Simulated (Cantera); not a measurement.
A perfectly stirred reactor is fed with 4.39 % CH₄, 18.7 % O₂, 70.3 % N₂, 6.59 % H₂, equivalence ratio 0.65, at 5.00 bar; it is adiabatic with a 525 K inlet, and is followed from long to short residence time, starting on the burning branch (τ in s: 0.065, 0.026, 0.011, 0.0043, 0.0017, 0.00071, 0.00029, 0.00012, 4.7e-05, 1.9e-05, 7.6e-06, 3.1e-06).

Detailed kinetics in Cantera: GRI-Mech 3.0 (53 species, 325 reactions).

Predict: blow-out, bracketed by the residence times tried; x(CH₄) at τ = 65.0 ms; x(O₂) at τ = 65.0 ms; x(NO₂) at τ = 65.0 ms; x(HO₂) at τ = 65.0 ms; x(CH₂O) at τ = 65.0 ms; x(CH₄) at τ = 0.290 ms; x(O₂) at τ = 0.290 ms; x(NO₂) at τ = 0.290 ms; x(HO₂) at τ = 0.290 ms; x(CH₂O) at τ = 0.290 ms.


- blow-out, bracketed by the residence times tried = burning at 19.0 µs, out at 7.60 µs
- x(CH₄) at τ = 65.0 ms = 2.41e-6
- x(O₂) at τ = 65.0 ms = 0.0683
- x(NO₂) at τ = 65.0 ms = 3.35e-7
- x(HO₂) at τ = 65.0 ms = 2.32e-6
- x(CH₂O) at τ = 65.0 ms = 2.79e-7
- x(CH₄) at τ = 0.290 ms = 0.000124
- x(O₂) at τ = 0.290 ms = 0.0698
- x(NO₂) at τ = 0.290 ms = 6.30e-8
- x(HO₂) at τ = 0.290 ms = 2.30e-5
- x(CH₂O) at τ = 0.290 ms = 1.75e-5
